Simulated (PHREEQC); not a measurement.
A column of 0.2 m (40 cells, dispersivity 0.016 m, 300 s a shift, diffusion coefficient 3e-10 m²/s) holds 0.027 eq of the database's cation exchanger X per kg of pore water, first in equilibrium with 15 mmol/kgw MnCl2 and 0.01 mmol/kgw HCl. It is flushed with 0.006 mol/kgw BaCl2, 0.016 mol/kgw KBr and 1e-05 mol/kgw HCl, at 15 °C. Values are for the last cell. The system is closed to CO2. No solid was allowed to form.

Equilibrium calculation in PHREEQC: ion-association model, phreeqc.dat.

Task: Predict Ba in solution (mol/kgw) at pore volumes = 2.888, 3.263, 3.513, 3.888.

Result: 
| pore volumes | Ba in solution (mol/kgw) |
|---|---|
| 2.888 | 0.00448 |
| 3.263 | 0.00520 |
| 3.513 | 0.00548 |
| 3.888 | 0.00574 |
